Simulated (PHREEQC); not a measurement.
A solution holds 0.27 mol/kgw NH4Cl and 0.0013 mol/kgw Na2SO4, at 23 °C. Closed to the air; pH follows from the charge balance.

Equilibrium calculation in PHREEQC: ion-association model, phreeqc.dat.

| quantity | before | after |
|---|---|---|
| pH | 5.10 | 5.96 |
| SO4-2 (mol/kgw) | 0.000720 | 1.26e-5 |
| NaSO4- (mol/kgw) | 2.44e-6 | 1.30e-9 |
| HSO4- (mol/kgw) | 1.89e-7 | 1.09e-9 |

### Question
Which change was made?
(A) temperature from 23 to 65 °C
(B) diluted 2-fold with water
(C) NH4Cl from 0.27 to 0.297 mol/kgw
(D) NH4Cl from 0.27 to 0.54 mol/kgw
(E) diluted 100-fold with water

### Answer
E, diluted 100-fold with water

Precipitation was switched off in this run.
